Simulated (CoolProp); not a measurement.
Sulfur hexafluoride at several states: density (kg/m³) from the reference equation and from simpler models built on Tc = 45.6 °C, pc = 3.755 MPa, ω = 0.210; each cubic takes its own stable root.

Computed with CoolProp (reference Helmholtz-energy equation of state, Guder 2009).

| T (°C) | p (MPa) | phase | reference |
|---|---|---|---|
| -17.45 | 21.3 | liquid | 1806 |
| 72.05 | 0.263 | gas | 13.63 |
| 123.75 | 0.371 | gas | 16.68 |
| 128.65 | 18.5 | supercritical | 1076 |

Question: How far does each simpler model (van der Waals, Redlich-Kwong, Soave-Redlich-Kwong) lie from the reference over these 4 states: mean and median of the absolute difference, and the worst?

Answer: 
- van der Waals: mean 9.9 %, median 5.2 %, worst -29.2 % at -17.45 °C and 21.3 MPa
- Redlich-Kwong: mean 1.1 %, median 0.6 %, worst -3.1 % at -17.45 °C and 21.3 MPa
- Soave-Redlich-Kwong: mean 1.7 %, median 0.8 %, worst -5.2 % at 128.65 °C and 18.5 MPa
